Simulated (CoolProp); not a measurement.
C2F6 (R116) along the isobar 3460 kPa: fugacity coefficient from the reference equation and from simpler models built on Tc = 293.0 K, pc = 3048 kPa, ω = 0.257; each cubic takes its own stable root.

The numbers come from the reference Helmholtz-energy equation of state, Lemmon 2006 in CoolProp. It is a short technical equation, of lower accuracy than the large ones.

```tsv
T (K)	phase	reference
195.9	liquid	0.03493
202.3	liquid	0.04772
208.7	liquid	0.06360
215.1	liquid	0.08290
221.4	liquid	0.1055
227.8	liquid	0.1323
234.2	liquid	0.1630
240.6	liquid	0.1979
247	liquid	0.2367
253.4	liquid	0.2793
259.8	liquid	0.3255
266.1	liquid	0.3741
272.5	liquid	0.4261
278.9	liquid	0.4801
285.3	liquid	0.5353
291.7	liquid	0.5902
```

Q: How far does each simpler model (van der Waals, Redlich-Kwong, Soave-Redlich-Kwong, Peng-Robinson) lie from the reference over these 16 states: mean and median of the absolute difference, and the worst?

A: 
- van der Waals: mean 108.0 %, median 72.2 %, worst +347.8 % at 195.9 K and 3460 kPa
- Redlich-Kwong: mean 27.2 %, median 23.1 %, worst +67.2 % at 195.9 K and 3460 kPa
- Soave-Redlich-Kwong: mean 1.8 %, median 1.9 %, worst +2.3 % at 253.4 K and 3460 kPa
- Peng-Robinson: mean 1.8 %, median 1.6 %, worst -2.9 % at 291.7 K and 3460 kPa
